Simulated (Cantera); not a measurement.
## Thermodynamics of carbon deposition, reforming and gasification, feed C3H6 + CO2 + H2

Input: 1 mol C3H6, 0.057 mol CO2, 1.5 mol H2, equilibrated at 1400 Pa.

These are equilibrium values from Cantera (NASA tables, ideal gas, pure condensed phases), not measurements of a reactor. Candidate condensed phases: C, C6H6, C7H8, C8H18, H2O; 110 gas species. The numbers say what is thermodynamically allowed, not how fast it happens.

From 1400 °C to 2300 °C the condensed part is C(graphite). The main C-bearing gas is CO throughout. The share of C in condensed phases is highest at 1400 °C (96.3 %) and lowest at 2300 °C (92.4 %).

```json
[
 {"T (°C)": "1400", "log p H2": "-1.87", "log p H": "-4.88", "log p CO": "-3.46", "log p C2H2 (acetylene)": "-6.11", "log p C2H": "-11.43", "log p C3": "<-13", "log p C4H2": "-10.76", "n C(graphite)": "2.94"},
 {"T (°C)": "1475", "log p H2": "-1.87", "log p H": "-4.57", "log p CO": "-3.46", "log p C2H2 (acetylene)": "-5.81", "log p C2H": "-10.68", "log p C3": "-13.65", "log p C4H2": "-10.17", "n C(graphite)": "2.94"},
 {"T (°C)": "1550", "log p H2": "-1.87", "log p H": "-4.30", "log p CO": "-3.46", "log p C2H2 (acetylene)": "-5.54", "log p C2H": "-9.99", "log p C3": "-12.64", "log p C4H2": "-9.62", "n C(graphite)": "2.94"},
 {"T (°C)": "1625", "log p H2": "-1.87", "log p H": "-4.04", "log p CO": "-3.46", "log p C2H2 (acetylene)": "-5.29", "log p C2H": "-9.35", "log p C3": "-11.71", "log p C4H2": "-9.12", "n C(graphite)": "2.94"},
 {"T (°C)": "1700", "log p H2": "-1.87", "log p H": "-3.80", "log p CO": "-3.46", "log p C2H2 (acetylene)": "-5.06", "log p C2H": "-8.77", "log p C3": "-10.85", "log p C4H2": "-8.65", "n C(graphite)": "2.94"},
 {"T (°C)": "1775", "log p H2": "-1.87", "log p H": "-3.59", "log p CO": "-3.47", "log p C2H2 (acetylene)": "-4.85", "log p C2H": "-8.22", "log p C3": "-10.06", "log p C4H2": "-8.23", "n C(graphite)": "2.93"},
 {"T (°C)": "1850", "log p H2": "-1.88", "log p H": "-3.38", "log p CO": "-3.47", "log p C2H2 (acetylene)": "-4.66", "log p C2H": "-7.72", "log p C3": "-9.32", "log p C4H2": "-7.83", "n C(graphite)": "2.93"},
 {"T (°C)": "1925", "log p H2": "-1.89", "log p H": "-3.20", "log p CO": "-3.47", "log p C2H2 (acetylene)": "-4.48", "log p C2H": "-7.26", "log p C3": "-8.63", "log p C4H2": "-7.47", "n C(graphite)": "2.92"},
 {"T (°C)": "2000", "log p H2": "-1.90", "log p H": "-3.02", "log p CO": "-3.48", "log p C2H2 (acetylene)": "-4.32", "log p C2H": "-6.82", "log p C3": "-8.00", "log p C4H2": "-7.13", "n C(graphite)": "2.91"},
 {"T (°C)": "2075", "log p H2": "-1.91", "log p H": "-2.86", "log p CO": "-3.48", "log p C2H2 (acetylene)": "-4.17", "log p C2H": "-6.42", "log p C3": "-7.40", "log p C4H2": "-6.82", "n C(graphite)": "2.90"},
 {"T (°C)": "2150", "log p H2": "-1.93", "log p H": "-2.72", "log p CO": "-3.49", "log p C2H2 (acetylene)": "-4.04", "log p C2H": "-6.05", "log p C3": "-6.84", "log p C4H2": "-6.54", "n C(graphite)": "2.88"},
 {"T (°C)": "2225", "log p H2": "-1.96", "log p H": "-2.58", "log p CO": "-3.50", "log p C2H2 (acetylene)": "-3.93", "log p C2H": "-5.70", "log p C3": "-6.32", "log p C4H2": "-6.28", "n C(graphite)": "2.85"},
 {"T (°C)": "2300", "log p H2": "-2.00", "log p H": "-2.46", "log p CO": "-3.52", "log p C2H2 (acetylene)": "-3.83", "log p C2H": "-5.38", "log p C3": "-5.82", "log p C4H2": "-6.05", "n C(graphite)": "2.83"}
]
```
log p: log10 of the partial pressure in bar; n: condensed amount in mol.
